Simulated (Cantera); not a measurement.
Input: 1 mol FeS2, 0.64 mol O2, held at 427 °C and 1.00 bar.

Equilibrium computed with Cantera from the NASA thermochemical tables; the gas is ideal and each condensed phase is pure. Candidate condensed phases: Fe, FeO, FeS, FeSO4, FeS2, Fe2O3, Fe2(SO4)3, Fe3O4, S; 12 gas species. The numbers say what is thermodynamically allowed, not how fast it happens.

Base state: SO2 1.000, S2 9.72e-5, S2O 7.00e-5 (mole fractions); condensed: FeS2(s) + Fe2O3(s).

Q: What changes in the equilibrium state with this change: pressure from 1.00 bar to 73.0 mbar?

A: 
```csv
species,before,after
SO2,1.000,1.000
S2,9.72e-5,0.000350
S2O,7.00e-5,9.51e-5
"FeS2(s), mol",0.767,0.760
"Fe2O3(s), mol",0.116,0
"Fe3O4(s), mol",0,0.0801
```
Gases not in the tables: S3 to S7.

Q: What changes in the equilibrium state with this change: temperature from 427 °C to 1027 °C?

A: 
```
species         before    after
-------------  -------  -------
SO2              1.000    0.775
S2             9.72e-5    0.209
S2O            7.00e-5   0.0143
SO             1.24e-8  0.00115
FeS2(s), mol     0.767        0
Fe2O3(s), mol    0.116        0
FeS(s), mol          0     1.00
```
FeS: taken at fixed stoichiometry.

Q: What changes in the equilibrium state with this change: temperature from 427 °C to 1050 °C?

A: 
```json
[
 {"species": "SO2", "before": "1.000", "after": "0.775"},
 {"species": "S2", "before": "9.72e-5", "after": "0.209"},
 {"species": "S2O", "before": "7.00e-5", "after": "0.0142"},
 {"species": "SO", "before": "1.24e-8", "after": "0.00139"},
 {"species": "FeS2(s), mol", "before": "0.767", "after": "0"},
 {"species": "Fe2O3(s), mol", "before": "0.116", "after": "0"},
 {"species": "FeS(s), mol", "before": "0", "after": "1.00"}
]
```
FeS: taken at fixed stoichiometry.
